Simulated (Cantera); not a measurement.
A closed system holds: 1 mol Nb₂O₅, 4.2 mol H₂, 0.62 mol H₂O, equilibrated at 973 K and 1 atm.

Equilibrium computed with Cantera from the NASA thermochemical tables; the gas is ideal and each condensed phase is pure. Candidate condensed phases: H₂O, Nb, NbO, NbO₂, Nb₂O₅; 12 gas species. Condensed phases not in the tables: the oxides between NbO₂ and Nb₂O₅. The numbers say what is thermodynamically allowed, not how fast it happens.

Problem. What is the equilibrium state?

Solution. 
```
Quantity                                Value
----------------------------------  ---------
x(H₂)                                   0.871
x(H₂O)                                  0.129
n(Nb₂O₅(s))                          1.00 mol
gas amount                          4.820 mol
log10 activity of NbO₂(s) (absent)      -0.76
log10 activity of Nb(s) (absent)       -11.42
```
